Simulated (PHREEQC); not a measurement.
Make-up at 75 °C: 2.9 mmol/kgw CuSO4, 24 mmol/kgw HBF4 and 0.05 mmol/kgw KCl. Closed to the air; pH follows from the charge balance.

Computed with PHREEQC (ion-association model, wateq4f.dat).

```tsv
quantity	before	after
pH	1.81	2.79
HSO4- (mol/kgw)	0.00212	8.85e-5
SO4-2 (mol/kgw)	0.000648	0.000193
CuSO4 (mol/kgw)	0.000131	8.87e-6
SI of Chalcanthite (CuSO4:5H2O)	-3.83	-5.00
SI of Tenorite (CuO)	-5.24	-4.09
```

Task: What was changed between the two runs?
A. KCl replaced by BaCl2 at the same molality
B. diluted 5-fold with water
C. HBF4 left out
D. diluted 10-fold with water
E. KCl replaced by CuCl2 at the same molality

Result: D, diluted 10-fold with water

Precipitation was switched off in this run. At this temperature some constants are extrapolated from 25 °C, and those without enthalpy data are left unchanged. Real BF4- forms and hydrolyses slowly; the run takes it at equilibrium.
